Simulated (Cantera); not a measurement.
# V + O2 + H2 (tantalum, niobium, vanadium and zirconium in process gases)

Feed: 1 mol V, 0.12 mol O2, 2.4 mol H2.

These are equilibrium values from Cantera (NASA tables, ideal gas, pure condensed phases), not measurements of a reactor. Candidate condensed phases: H2O, V, VO, V2O3, V2O4, V2O5; 12 gas species. Each liquid is taken as pure. Mutual solubility and eutectic melting of coexisting phases are not modelled. VO: taken at fixed stoichiometry. Condensed phases not in the tables: N, O or C dissolved in the metal. Rates play no part.

Question: Map the stable condensed phases over T = 1650, 1725, 1800, 1875, 1950, 2025, 2100, 2175, 2250, 2325, 2400, 2475, 2550 °C and P in Pa = 0.10, 0.50, 2.5, 13, 63, 320, 1600, 7900, 40000, 200000, 1000000.

Answer: 
```
T in °C \ P in Pa
            0.10    0.50     2.5      13      63     320    1600    7900   40000  200000 1000000
   2550        A       A       A       A       A       A       A       B       C       C       C
   2475        A       A       A       A       A       A       A       C       C       C       C
   2400        A       A       A       A       A       A       A       C       C       C       C
   2325        A       A       A       A       A       A       B       C       C       C       C
   2250        A       A       A       A       A       A       C       C       C       C       C
   2175        A       A       A       A       A       B       C       C       C       C       C
   2100        A       A       A       A       A       C       C       C       C       C       C
   2025        A       A       A       A       B       C       C       C       C       C       C
   1950        A       A       A       A       C       C       C       C       C       C       C
   1875        A       A       A       B       C       C       C       C       C       C       C
   1800        A       A       A       C       C       C       C       C       C       C       C
   1725        A       A       B       C       C       C       C       C       C       C       C
   1650        A       B       C       C       C       C       C       C       C       C       C
```
A: gas only; B: V; C: V + VO.
